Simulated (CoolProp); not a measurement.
Computed with CoolProp (reference Helmholtz-energy equation of state, Colonna 2008). It is a short technical equation, of lower accuracy than the large ones.

Task: For dodecamethylcyclohexasiloxane (D6), give the phase and the speed of sound (m/s), isothermal compressibility (1/MPa) at 404.4 K and 1.01 bar; 567.1 K and 1.01 bar.

Result: 
- 404.4 K and 1.01 bar: liquid; speed of sound 501, isothermal compressibility 0.00519
- 567.1 K and 1.01 bar: gas; speed of sound 96.2, isothermal compressibility 10.7
